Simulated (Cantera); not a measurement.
Cantera run:

```python
import numpy as np
import cantera as ct

gas_names = """
    B BCL BCLF BCL2 BCL3 BF BF2 BF3 BO BOCL BOF BOF2 BO2 B2 B2O B2O2 B2O3 B3O3CL3 B3O3F3 CL CLF CLF3 CLO
    CL2 F FO FO2 F2 F2O O O2 O3
""".split()
cond_names = """
    B(b) B(L) B2O3(L)
""".split()


def load(file, names, dense=False):
    # The tables refer to 1 bar. Condensed volumes are neglected.
    table = {s.name: s for s in ct.Species.list_from_file(file)}
    out = []
    for n in names:
        d = dict(table[n].input_data)
        d["thermo"] = dict(d["thermo"], **{"reference-pressure": 1e5})
        if dense:
            d["equation-of-state"] = {"model": "constant-volume", "density": "1e6 g/cm^3"}
        out.append(ct.Species.from_dict(d))
    return out


gas = ct.Solution(thermo="ideal-gas", species=load("nasa_gas.yaml", gas_names))
cond = {s.name: ct.Solution(thermo="fixed-stoichiometry", species=[s], name=s.name)
        for s in load("nasa_condensed.yaml", cond_names, dense=True)}
atoms = {
    'B2O3': {'B': 2, 'O': 3},
    'F2': {'F': 2},
    'O2': {'O': 2},
    'Cl2': {'CL': 2},
}
top_T = {}  # K; cautious upper limits of use, not melting points


def equilibrate(T, P, feed):
    n = {}
    for name, mol in feed.items():
        for a, k in atoms[name].items():
            n[a] = n.get(a, 0.0) + k * mol
    gas.TPX = T, P, n
    mass = sum(n.values()) * gas.mean_molecular_weight
    gas.equilibrate("TP")
    valid = [c for c in cond.values() if c.min_temp <= T <= top_T.get(c.name, c.max_temp)]
    mix = ct.Mixture([(gas, mass / gas.mean_molecular_weight)] + [(c, 0.0) for c in valid])
    mix.T, mix.P = T, P
    mix.equilibrate("TP", solver="vcs", rtol=1e-11, max_steps=5000)
    return mix


results = []
feed = {'B2O3': 1, 'F2': 0.54, 'O2': 15, 'Cl2': 2.7}  # mol
P = 1.7  # Pa
for T in [1323, 1348, 1373, 1398, 1423, 1448, 1473, 1498, 1523, 1548, 1573, 1598, 1623]:
    mix = equilibrate(T, P, feed)
    results.append((T, P, feed, dict(zip(mix.species_names, mix.species_moles))))

top = {s: max(r[3][s] / sum(r[3][g] for g in gas_names) for r in results) for s in gas_names}
cols = sorted((s for s in top if top[s] > 1e-05), key=lambda s: -top[s])[:9]
seen = [c for c in cond_names if any(r[3].get(c, 0) > 1e-12 for r in results)]
print("log10 of partial pressures in bar; condensed amounts in mol")
print(f"{'T/K':>10s}" + "".join(f"{s[:9]:>10s}" for s in cols + seen))
for T, P, feed, n in results:
    ng = sum(n[g] for g in gas_names)
    print(f"{T:10.4g}" + "".join(f"{np.log10(max(n[s] / ng * P / 1e5, 1e-99)):10.3f}" for s in cols)
          + "".join(f"{n.get(c, 0):10.4g}" for c in seen))
```

Output:

```
log10 of partial pressures in bar; condensed amounts in mol
       T/K        O2        CL       BOF      B2O3       BO2       CL2         O      BOCL       CLO
      1323    -4.931    -5.399    -6.081    -6.475    -7.731    -7.160    -9.040    -7.726    -9.363
      1348    -4.931    -5.394    -6.082    -6.478    -7.634    -7.335    -8.855    -7.741    -9.376
      1373    -4.932    -5.392    -6.082    -6.482    -7.540    -7.506    -8.676    -7.756    -9.390
      1398    -4.932    -5.390    -6.082    -6.486    -7.450    -7.673    -8.504    -7.772    -9.405
      1423    -4.932    -5.388    -6.083    -6.492    -7.364    -7.836    -8.337    -7.789    -9.419
      1448    -4.933    -5.388    -6.083    -6.498    -7.281    -7.994    -8.176    -7.806    -9.434
      1473    -4.933    -5.387    -6.083    -6.505    -7.201    -8.147    -8.021    -7.824    -9.448
      1498    -4.934    -5.387    -6.083    -6.513    -7.125    -8.295    -7.871    -7.842    -9.462
      1523    -4.934    -5.387    -6.083    -6.522    -7.052    -8.439    -7.725    -7.860    -9.475
      1548    -4.934    -5.387    -6.084    -6.533    -6.983    -8.578    -7.585    -7.879    -9.489
      1573    -4.935    -5.387    -6.084    -6.546    -6.917    -8.714    -7.449    -7.898    -9.502
      1598    -4.936    -5.387    -6.084    -6.561    -6.854    -8.845    -7.317    -7.918    -9.515
      1623    -4.937    -5.387    -6.084    -6.578    -6.794    -8.973    -7.189    -7.939    -9.528
```

These are equilibrium values from Cantera (NASA tables, ideal gas, pure condensed phases), not measurements of a reactor. The tables' values for BOCl are old estimates; treat these amounts as uncertain.
